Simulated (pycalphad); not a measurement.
# Phase fractions of Cu-40.67Si (wt.%)

Computed with pycalphad from the COST 507 light-alloy database (1999), at 1 atm. The database dates from 1999; later assessments differ in places, in temperatures and in the compounds included. Amounts are mole fractions of atoms. Kinetics are ignored, which matters at the lower temperatures.

```json
[
 {"T (°C)": "1177", "LIQUID": "1.000", "DIAMOND_A4": "-", "CU19SI6_ETA": "-"},
 {"T (°C)": "1077", "LIQUID": "0.801", "DIAMOND_A4": "0.199", "CU19SI6_ETA": "-"},
 {"T (°C)": "977", "LIQUID": "0.667", "DIAMOND_A4": "0.333", "CU19SI6_ETA": "-"},
 {"T (°C)": "877", "LIQUID": "0.598", "DIAMOND_A4": "0.402", "CU19SI6_ETA": "-"},
 {"T (°C)": "777", "LIQUID": "-", "DIAMOND_A4": "0.484", "CU19SI6_ETA": "0.516"},
 {"T (°C)": "677", "LIQUID": "-", "DIAMOND_A4": "0.484", "CU19SI6_ETA": "0.516"},
 {"T (°C)": "577", "LIQUID": "-", "DIAMOND_A4": "0.484", "CU19SI6_ETA": "0.516"},
 {"T (°C)": "477", "LIQUID": "-", "DIAMOND_A4": "0.484", "CU19SI6_ETA": "0.516"},
 {"T (°C)": "377", "LIQUID": "-", "DIAMOND_A4": "0.484", "CU19SI6_ETA": "0.516"},
 {"T (°C)": "277", "LIQUID": "-", "DIAMOND_A4": "0.484", "CU19SI6_ETA": "0.516"}
]
```

Database names, with the compositions (at.%) that they take in these runs: CU19SI6_ETA: Cu 76 Si 24. DIAMOND_A4 is diamond (Si).
